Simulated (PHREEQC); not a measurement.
City or well water: an equilibrium model

Model water analysis in mmol/kgw, 25 °C, pH 7.48, pe 8.8:

```json
[
 {"constituent": "Na", "mmol/kgw": "1.69"},
 {"constituent": "K", "mmol/kgw": "0.000469"},
 {"constituent": "Ca", "mmol/kgw": "3.08"},
 {"constituent": "Mg", "mmol/kgw": "3.19"},
 {"constituent": "Cl", "mmol/kgw": "2.65"},
 {"constituent": "S(6)", "mmol/kgw": "0.937"},
 {"constituent": "Alkalinity (meq/kgw)", "mmol/kgw": "9.77"},
 {"constituent": "B", "mmol/kgw": "0.297"},
 {"constituent": "Cu(2)", "mmol/kgw": "0.166"},
 {"constituent": "Li", "mmol/kgw": "0.073"},
 {"constituent": "Zn", "mmol/kgw": "0.0454"}
]
```

Valence states are taken as typed.

Model: ion-association model, wateq4f.dat, run in PHREEQC.

| Property | Value |
|---|---|
| ionic strength | 0.0194 mol/kgw |
| charge-balance error | 1.6 % |

```csv
species,molality,activity,log γ
HCO3-,0.00887,0.00778,-0.057
Mg+2,0.00284,0.00170,-0.223
Ca+2,0.00274,0.00162,-0.228
Cl-,0.00265,0.00230,-0.061
Na+,0.00168,0.00147,-0.059
SO4-2,0.000656,0.000385,-0.232
CO2,0.000577,0.000580,0.002
```

No solid was allowed to form. The solution is supersaturated, for example in Malachite, Brochantite, so a real one may precipitate; this is no full list. The database's constant for dissolved Cu(OH)2 is higher than later reviews accept. The database's zinc carbonate complexes are estimates, stronger than later reviews accept.
